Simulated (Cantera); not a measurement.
Cantera run, input and output.

```python
import numpy as np
import cantera as ct

gas = ct.Solution("h2o2.yaml")
gas.TPX = 375, 500000, {'H2': 1, 'O2': 0.667, 'N2': 3.2}
flame = ct.FreeFlame(gas, width=0.013)
flame.set_refine_criteria(ratio=3, slope=0.08, curve=0.16)
flame.transport_model = "mixture-averaged"
flame.solve(loglevel=0, auto=True)
z, T = flame.grid, flame.T
thick = (T[-1] - T[0]) / np.gradient(T, z).max()
show = ['H2', 'O2', 'H2O2', 'H', 'OH', 'HO2']
print(f"laminar burning velocity  {flame.velocity[0] * 100:.3f} cm/s")
print(f"burnt temperature         {T[-1]:.1f} K")
print(f"thermal thickness         {thick * 1e3:.4f} mm")
print(f"grid points               {len(z)}")
z0 = z[flame.heat_release_rate.argmax()]
print(f"{'z/mm':>9s}{'T/K':>9s}{'u/(m/s)':>9s}" + "".join(f"{s:>11s}" for s in show))
rows = []
for k in (-3, -2, -1.5, -1, -0.5, -0.25, 0, 0.25, 0.5, 1, 2, 4, 8):
    zz = z0 + k * thick
    rows.append([k * thick, np.interp(zz, z, T), np.interp(zz, z, flame.velocity),
                 *(np.interp(zz, z, flame.X[gas.species_index(s)]) for s in show)])
    print(f"{rows[-1][0] * 1e3:9.3f}{rows[-1][1]:9.1f}{rows[-1][2]:9.3f}" + "".join(f"{x:11.3e}" for x in rows[-1][3:]))
```

It prints:

```
laminar burning velocity  66.314 cm/s
burnt temperature         1886.4 K
thermal thickness         0.0830 mm
grid points               115
     z/mm      T/K  u/(m/s)         H2         O2       H2O2          H         OH        HO2
   -0.249    375.2    0.662  2.033e-01  1.374e-01  1.815e-08  3.007e-15  1.616e-13  1.801e-08
   -0.166    377.3    0.660  1.965e-01  1.386e-01  3.894e-07  6.116e-14  3.957e-12  3.832e-07
   -0.125    384.0    0.664  1.860e-01  1.402e-01  2.340e-06  7.466e-13  5.752e-11  2.336e-06
   -0.083    421.6    0.711  1.604e-01  1.430e-01  2.051e-05  6.138e-11  3.069e-09  2.327e-05
   -0.042    681.7    1.101  1.040e-01  1.351e-01  1.583e-04  6.023e-06  1.162e-05  4.324e-04
   -0.021   1021.3    1.628  6.815e-02  1.133e-01  1.519e-04  3.998e-04  3.242e-04  5.534e-04
    0.000   1363.3    2.165  3.625e-02  8.357e-02  2.354e-05  1.998e-03  1.474e-03  2.847e-04
    0.021   1580.2    2.510  1.671e-02  6.136e-02  4.406e-06  2.837e-03  3.376e-03  1.486e-04
    0.042   1696.8    2.694  8.468e-03  5.115e-02  2.802e-06  2.287e-03  4.562e-03  8.937e-05
    0.083   1799.7    2.853  3.546e-03  4.533e-02  1.622e-06  9.762e-04  4.516e-03  4.292e-05
    0.166   1857.3    2.940  1.256e-03  4.362e-02  8.244e-07  2.108e-04  3.046e-03  1.563e-05
    0.332   1878.8    2.971  3.420e-04  4.337e-02  3.662e-07  3.057e-05  1.694e-03  4.548e-06
    0.664   1884.8    2.980  1.070e-04  4.344e-02  1.824e-07  5.940e-06  1.014e-03  1.765e-06
```

Model: the H2/O2 subset of GRI-Mech 3.0, which has no nitrogen chemistry, integrated in Cantera. The hydrogen kinetics of GRI-Mech 3.0 are dated; newer H2 mechanisms differ, most at raised pressure. Burning velocities carry a grid error of a few per cent, more on coarse grids.
